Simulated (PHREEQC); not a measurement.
Consider water at 25 °C with 2.5 mmol/kgw CdCl2, 0.93 mmol/kgw NaCl and 2.7 mmol/kgw H2SO4. Closed to the air; pH follows from the charge balance.

The numbers come from PHREEQC with the ion-association model, phreeqc.dat.

```yaml
pH: 2.36
ionic_strength: 0.0130 mol/kgw
total_alkalinity: -5.40 meq/kg
```

```
species     molality  activity   log γ
----------  --------  --------  ------
Cl-          0.00539   0.00479  -0.051
H+           0.00485   0.00439  -0.043
SO4-2        0.00180   0.00114  -0.196
Cd+2         0.00162   0.00102  -0.201
Na+         0.000925  0.000825  -0.049
HSO4-       0.000548  0.000488  -0.050
CdCl+       0.000525  0.000468  -0.050
CdSO4       0.000336  0.000337   0.001
CdCl2        9.31e-6   9.34e-6   0.001
Cd(SO4)2-2   6.71e-6   4.23e-6  -0.201
NaSO4-       5.29e-6   4.73e-6  -0.048
CdCl3-       3.17e-8   2.82e-8  -0.050
```

No solid was allowed to form. Species that the database lacks are ignored.
